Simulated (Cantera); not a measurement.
Input: 1 mol MgO, 3.4 mol CH4, 0.01 mol CO, equilibrated at 1650 K and 79.0 mbar.

Cantera equilibrium calculation (NASA polynomials, part measured and part estimated; ideal gas, pure solids and liquids). Candidate condensed phases: C, C6H6, C7H8, C8H18, H2O, Mg, MgCO3, MgO, Mg(OH)2; 116 gas species. The tables' values for MgH are old estimates; treat these amounts as uncertain. Equilibrium is a limit: real reactors are often held back by kinetics, nucleation or transport.

Base state: H2 0.816, CO 0.0926, Mg 0.0912, H 0.000292, MgH 0.000277, CH4 6.98e-5, C2H2 (acetylene) 3.72e-5 (mole fractions); condensed: C(graphite) + MgO(s).

Task: What changes in the equilibrium state with this change: 0.55 mol CO2 added?

Result: 
```json
[
 {"species": "H2", "before": "0.816", "after": "0.776"},
 {"species": "CO", "before": "0.0926", "after": "0.175"},
 {"species": "Mg", "before": "0.0912", "after": "0.0482"},
 {"species": "MgH", "before": "0.000277", "after": "0.000143"},
 {"species": "CH4", "before": "6.98e-5", "after": "6.32e-5"},
 {"species": "C2H2 (acetylene)", "before": "3.72e-5", "after": "3.54e-5"},
 {"species": "H", "before": "0.000292", "after": "0.000285"},
 {"species": "C(graphite), mol", "before": "2.64", "after": "2.43"},
 {"species": "MgO(s), mol", "before": "0.238", "after": "0.576"}
]
```
